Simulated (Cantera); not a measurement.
Feed: 1 mol H2S, 0.67 mol H2O, 0.057 mol O2, at 1998.15 K and 1000 Pa.

Equilibrium computed with Cantera from the NASA thermochemical tables; the gas is ideal and each condensed phase is pure. Candidate condensed phases: H2O, H2SO4, S; 19 gas species. Kinetics and transport are ignored.

Base state: H2 0.473, H2O 0.237, S2 0.162, SO 0.0367, SO2 0.0357, SH 0.0197, S 0.0126, H2S 0.0113 (mole fractions); condensed: gas only.

**Question.** What changes in the equilibrium state with this change: H2S replaced by S?

**Answer.** 
| species | before | after |
|---|---|---|
| H2 | 0.473 | 0.256 |
| S2 | 0.162 | 0.244 |
| H2O | 0.237 | 0.228 |
| SO2 | 0.0357 | 0.140 |
| SO | 0.0367 | 0.0804 |
| H2S | 0.0113 | 0.00750 |
| H | 0.0110 | 0.00812 |
| S | 0.0126 | 0.0155 |
| SH | 0.0197 | 0.0178 |
| S2O | 0.000702 | 0.00189 |
| O | 9.38e-6 | 1.67e-5 |
| OH | 0.000549 | 0.000721 |

**Question.** What changes in the equilibrium state with this change: O2 from 0.057 to 2.2 mol?

**Answer.** 
```
species    before     after
-------  --------  --------
H2O         0.237     0.481
SO2        0.0357     0.293
O2        2.02e-6     0.203
H2          0.473   0.00304
S2          0.162   1.08e-9
H2S        0.0113   5.92e-9
SH         0.0197   1.29e-7
S          0.0126   1.03e-6
SO         0.0367  0.000950
OH       0.000549    0.0140
H          0.0110  0.000885
S2O      0.000702   1.48e-9
SO3       2.87e-8   7.47e-5
O         9.38e-6   0.00297
```

**Question.** What changes in the equilibrium state with this change: O2 from 0.057 to 0.11 mol?

**Answer.** 
```
species    before     after
-------  --------  --------
H2          0.473     0.449
H2O         0.237     0.256
S2          0.162     0.154
SO2        0.0357    0.0455
SO         0.0367    0.0409
H2S        0.0113    0.0105
SH         0.0197    0.0187
H          0.0110    0.0108
S          0.0126    0.0123
O         9.38e-6   1.07e-5
OH       0.000549  0.000611
S2O      0.000702  0.000764
```
